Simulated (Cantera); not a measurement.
# Thermodynamics of silicon etching in halogen gases, feed Si + F2 + N2

A closed system holds: 1 mol Si, 1.2 mol F2, a varied amount of N2, equilibrated at 0.0375 Torr.

Cantera equilibrium calculation (NASA polynomials, part measured and part estimated; ideal gas, pure solids and liquids). Candidate condensed phases: Si, Si3N4; 16 gas species. N2 is the only nitrogen source here; it is nearly inert below about 1500 K, so the nitride shown seldom forms there in practice. The tables' values for SiF2, SiF3 are old estimates. Rates play no part.

Stable condensed phases:

```
T in K \ n(N2) in mol
         3.2 3.7 4.4 5.2 6.1 7.1 8.4 9.9  12  14  16  19  22
   1573    A   A   A   A   A   A   A   A   A   A   A   A   A
   1548    B   B   B   A   A   A   A   A   A   A   A   A   A
   1523    B   B   B   B   B   B   B   A   A   A   A   A   A
   1498    B   B   B   B   B   B   B   B   C   C   C   A   A
   1473    C   C   C   C   C   C   C   C   C   C   C   C   C
   1448    C   C   C   C   C   C   C   C   C   C   C   C   C
   1423    C   C   C   C   C   C   C   C   C   C   C   C   C
   1398    C   C   C   C   C   C   C   C   C   C   C   C   C
   1373    C   C   C   C   C   C   C   C   C   C   C   C   C
   1348    C   C   C   C   C   C   C   C   C   C   C   C   C
   1323    C   C   C   C   C   C   C   C   C   C   C   C   C
```

A: gas only; B: Si; C: Si3N4.
